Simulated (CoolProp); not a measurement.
Model: reference Helmholtz-energy equation of state, Marx 1992, in CoolProp.

Problem. For R113, give the phase and the density (kg/m³), cp (kJ/(kg K)), cv (kJ/(kg K)), isothermal compressibility (1/MPa) at 447.3 K and 4920 kPa; 486.8 K and 4920 kPa.

Solution. 
- 447.3 K and 4920 kPa: liquid; density 1160, cp 1.12, cv 0.785, isothermal compressibility 0.0136
- 486.8 K and 4920 kPa: liquid; density 956, cp 1.36, cv 0.824, isothermal compressibility 0.0559
